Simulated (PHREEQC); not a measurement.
Consider water at 25 °C with 0.00234 mol/kgw ZnSO4, 0.26 mol/kgw NaCl and 0.00039 mol/kgw FeSO4. Closed to the air; pH follows from the charge balance.

The numbers come from PHREEQC with the ion-association model, wateq4f.dat.

Problem. The ionic strength comes out as 0.268 mol/kgw. What activity coefficients do H+, Zn+2, Fe+2, Na+, ZnCl3- get?

Solution. H+ 0.79, Zn+2 0.30, Fe+2 0.30, Na+ 0.73, ZnCl3- 0.70.

This is a speciation only: nothing precipitates in the calculation.
